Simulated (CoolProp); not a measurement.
Saturation properties of CH2F2 (R32) (Tc = 351.3 K, pc = 5.783 MPa, ω = 0.277).

Values from CoolProp's reference Helmholtz-energy equation of state, Tillner-Roth 1997.

```json
[
 {"T (K)": "238.5", "p (MPa)": "0.2247", "enthalpy of vaporisation (kJ/kg)": "362.5", "liquid cp (kJ/(kg K))": "1.620", "surface tension (mN/m)": "17.3", "liquid viscosity (µPa s)": "237", "vapour viscosity (µPa s)": "10.7"},
 {"T (K)": "245.9", "p (MPa)": "0.3059", "enthalpy of vaporisation (kJ/kg)": "353.4", "liquid cp (kJ/(kg K))": "1.639", "surface tension (mN/m)": "15.9", "liquid viscosity (µPa s)": "215", "vapour viscosity (µPa s)": "11.0"},
 {"T (K)": "253.2", "p (MPa)": "0.4065", "enthalpy of vaporisation (kJ/kg)": "344.0", "liquid cp (kJ/(kg K))": "1.661", "surface tension (mN/m)": "14.6", "liquid viscosity (µPa s)": "196", "vapour viscosity (µPa s)": "11.4"},
 {"T (K)": "260.6", "p (MPa)": "0.5328", "enthalpy of vaporisation (kJ/kg)": "333.9", "liquid cp (kJ/(kg K))": "1.688", "surface tension (mN/m)": "13.2", "liquid viscosity (µPa s)": "178", "vapour viscosity (µPa s)": "11.7"},
 {"T (K)": "268", "p (MPa)": "0.6871", "enthalpy of vaporisation (kJ/kg)": "323.2", "liquid cp (kJ/(kg K))": "1.719", "surface tension (mN/m)": "11.9", "liquid viscosity (µPa s)": "163", "vapour viscosity (µPa s)": "12.1"},
 {"T (K)": "275.4", "p (MPa)": "0.8733", "enthalpy of vaporisation (kJ/kg)": "311.7", "liquid cp (kJ/(kg K))": "1.757", "surface tension (mN/m)": "10.6", "liquid viscosity (µPa s)": "148", "vapour viscosity (µPa s)": "12.5"},
 {"T (K)": "282.8", "p (MPa)": "1.095", "enthalpy of vaporisation (kJ/kg)": "299.5", "liquid cp (kJ/(kg K))": "1.803", "surface tension (mN/m)": "9.32", "liquid viscosity (µPa s)": "135", "vapour viscosity (µPa s)": "12.9"},
 {"T (K)": "290.2", "p (MPa)": "1.358", "enthalpy of vaporisation (kJ/kg)": "286.3", "liquid cp (kJ/(kg K))": "1.860", "surface tension (mN/m)": "8.08", "liquid viscosity (µPa s)": "123", "vapour viscosity (µPa s)": "13.3"},
 {"T (K)": "297.6", "p (MPa)": "1.665", "enthalpy of vaporisation (kJ/kg)": "272.0", "liquid cp (kJ/(kg K))": "1.931", "surface tension (mN/m)": "6.88", "liquid viscosity (µPa s)": "112", "vapour viscosity (µPa s)": "13.7"},
 {"T (K)": "305", "p (MPa)": "2.022", "enthalpy of vaporisation (kJ/kg)": "256.3", "liquid cp (kJ/(kg K))": "2.023", "surface tension (mN/m)": "5.72", "liquid viscosity (µPa s)": "102", "vapour viscosity (µPa s)": "14.2"},
 {"T (K)": "312.3", "p (MPa)": "2.427", "enthalpy of vaporisation (kJ/kg)": "239.2", "liquid cp (kJ/(kg K))": "2.146", "surface tension (mN/m)": "4.61", "liquid viscosity (µPa s)": "93.1", "vapour viscosity (µPa s)": "14.8"},
 {"T (K)": "319.7", "p (MPa)": "2.899", "enthalpy of vaporisation (kJ/kg)": "219.7", "liquid cp (kJ/(kg K))": "2.325", "surface tension (mN/m)": "3.55", "liquid viscosity (µPa s)": "84.2", "vapour viscosity (µPa s)": "15.5"},
 {"T (K)": "327.1", "p (MPa)": "3.438", "enthalpy of vaporisation (kJ/kg)": "197.2", "liquid cp (kJ/(kg K))": "2.607", "surface tension (mN/m)": "2.54", "liquid viscosity (µPa s)": "75.8", "vapour viscosity (µPa s)": "16.4"},
 {"T (K)": "334.5", "p (MPa)": "4.051", "enthalpy of vaporisation (kJ/kg)": "170.1", "liquid cp (kJ/(kg K))": "3.126", "surface tension (mN/m)": "1.61", "liquid viscosity (µPa s)": "67.5", "vapour viscosity (µPa s)": "17.6"}
]
```

It boils at 221.5 K under 1 atm.

Viscosity comes from a separate model (Bell 2016), an estimate that may be off by 10 % or more. Surface tension comes from a separate correlation (Mulero 2012).
